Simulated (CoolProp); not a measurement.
R365MFC along the isobar 35.3 bar: fugacity coefficient from the reference equation and from simpler models built on Tc = 186.9 °C, pc = 32.66 bar, ω = 0.377; each cubic takes its own stable root.

Values from CoolProp's reference Helmholtz-energy equation of state, Lemmon 2016.

| T (°C) | phase | reference | van der Waals | Redlich-Kwong | Soave-Redlich-Kwong |
|---|---|---|---|---|---|
| -22.05 | liquid | 0.001845 | 0.05749 | 0.007921 | 0.001788 |
| -17.35 | liquid | 0.002436 | 0.06385 | 0.009834 | 0.002370 |
| -12.65 | liquid | 0.003177 | 0.07063 | 0.01208 | 0.003103 |
| -7.95 | liquid | 0.004096 | 0.07784 | 0.01471 | 0.004015 |
| -3.15 | liquid | 0.005249 | 0.08565 | 0.01781 | 0.005165 |
| 1.55 | liquid | … | 0.09374 | 0.02129 | 0.006540 |
| 6.25 | liquid | 0.008271 | 0.1023 | 0.02526 | 0.008199 |
| 10.95 | liquid | 0.01024 | 0.1112 | 0.02973 | 0.01018 |
| 15.65 | liquid | … | 0.1206 | 0.03476 | 0.01254 |
| 20.35 | liquid | 0.01528 | 0.1304 | 0.04036 | 0.01531 |
| 25.05 | liquid | 0.01844 | 0.1406 | … | … |
| 29.75 | liquid | 0.02209 | … | 0.05341 | 0.02228 |
| 34.55 | liquid | 0.02637 | 0.1626 | 0.06107 | 0.02668 |
| 39.25 | liquid | 0.03115 | … | 0.06927 | … |
| 43.95 | liquid | 0.03656 | 0.1859 | 0.07816 | 0.03720 |

Problem. Some entries are withheld; supply them.

Solution. 
- 1.55, reference: 0.006621
- 15.65, reference: 0.01256
- 25.05, Redlich-Kwong: 0.04657
- 25.05, Soave-Redlich-Kwong: 0.01854
- 29.75, van der Waals: 0.1513
- 39.25, van der Waals: 0.1740
- 39.25, Soave-Redlich-Kwong: 0.03161
